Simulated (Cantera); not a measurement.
Input (Python, Cantera) and output of one run.

```python
import numpy as np
import cantera as ct

gas_names = [...]  # 136 gases of nasa_gas.yaml made of C, H, N, O
cond_names = """
    C(gr) C6H6(L) C7H8(L) C8H18(L),n-octa H2O(s) H2O(L)
""".split()


# ... load() reads the species with a 1 bar reference pressure and builds the phases ...
atoms = {
    'C2H6': {'C': 2, 'H': 6},
    'CO2': {'C': 1, 'O': 2},
    'N2': {'N': 2},
}
top_T = {'C(gr)': 4500}  # K; cautious upper limits of use, not melting points


# ... equilibrate(T, P, feed) seeds the gas with the atoms and calls Mixture.equilibrate('TP', solver="vcs", rtol=1e-11, max_steps=5000) ...
results = []
feed = {'C2H6': 1, 'CO2': 0.86, 'N2': 23}  # mol
P = 100000  # Pa
for T in [1900, 2000, 2100, 2200, 2300, 2400, 2500, 2600, 2700, 2800, 2900]:
    mix = equilibrate(T, P, feed)
    results.append((T, P, feed, dict(zip(mix.species_names, mix.species_moles))))

top = {s: max(r[3][s] / sum(r[3][g] for g in gas_names) for r in results) for s in gas_names}
cols = sorted((s for s in top if top[s] > 0.001), key=lambda s: -top[s])[:8]
seen = [c for c in cond_names if any(r[3].get(c, 0) > 1e-12 for r in results)]
print("log10 of partial pressures in bar; condensed amounts in mol")
print(f"{'T/K':>10s}" + "".join(f"{s[:9]:>10s}" for s in cols + seen))
for T, P, feed, n in results:
    ng = sum(n[g] for g in gas_names)
    print(f"{T:10.4g}" + "".join(f"{np.log10(max(n[s] / ng * P / 1e5, 1e-99)):10.3f}" for s in cols)
          + "".join(f"{n.get(c, 0):10.4g}" for c in seen))
```

It prints:

```
log10 of partial pressures in bar; condensed amounts in mol
       T/K        N2        H2        CO         H       HCN       HNC C2H2,acet        CN     C(gr)
      1900    -0.082    -0.973    -1.207    -3.587    -2.539    -3.867    -4.391    -6.886     1.054
      2000    -0.082    -0.977    -1.207    -3.277    -2.361    -3.606    -4.091    -6.289     1.008
      2100    -0.083    -0.982    -1.207    -2.998    -2.201    -3.372    -3.823    -5.750     0.945
      2200    -0.084    -0.990    -1.208    -2.745    -2.058    -3.161    -3.582    -5.261    0.8628
      2300    -0.085    -1.001    -1.208    -2.515    -1.930    -2.970    -3.366    -4.815    0.7582
      2400    -0.087    -1.016    -1.208    -2.307    -1.814    -2.798    -3.173    -4.406     0.629
      2500    -0.089    -1.036    -1.209    -2.117    -1.712    -2.643    -3.001    -4.031    0.4739
      2600    -0.091    -1.061    -1.210    -1.946    -1.621    -2.505    -2.851    -3.686    0.2928
      2700    -0.094    -1.092    -1.211    -1.792    -1.542    -2.381    -2.720    -3.366   0.08645
      2800    -0.096    -1.119    -1.212    -1.647    -1.519    -2.317    -2.700    -3.122         0
      2900    -0.098    -1.144    -1.214    -1.511    -1.530    -2.290    -2.745    -2.927         0
```

Equilibrium computed with Cantera from the NASA thermochemical tables; the gas is ideal and each condensed phase is pure.
